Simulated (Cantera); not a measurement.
Mixture: H2 : O2 : N2 = 1 : 0.746 : 2.81 (molar parts), equivalence ratio 0.67, at 120000 Pa, adiabatic and at constant pressure. Ignition delay is the time to a rise of 400 K.

Computed with Cantera and GRI-Mech 3.0 (53 species, 325 reactions). Where the delays flatten at high temperature, the 400 K rule measures the pace of heat release, not the induction time.

**Question.** What does this change do: O2 0.746 to 0.34 parts?

**Answer.** 
```tsv
quantity	before	after
delay at 1075 K	99.5 µs	0.171 ms
delay at 1225 K	35.9 µs	62.8 µs
delay at 1375 K	20.9 µs	38.4 µs
delay at 1525 K	15.9 µs	31.4 µs
```

**Question.** What does this change do: constant volume in place of constant pressure?

**Answer.** 
```
quantity          before    after
---------------  -------  -------
delay at 1075 K  99.5 µs  96.0 µs
delay at 1225 K  35.9 µs  33.8 µs
delay at 1375 K  20.9 µs  18.6 µs
delay at 1525 K  15.9 µs  13.1 µs
```
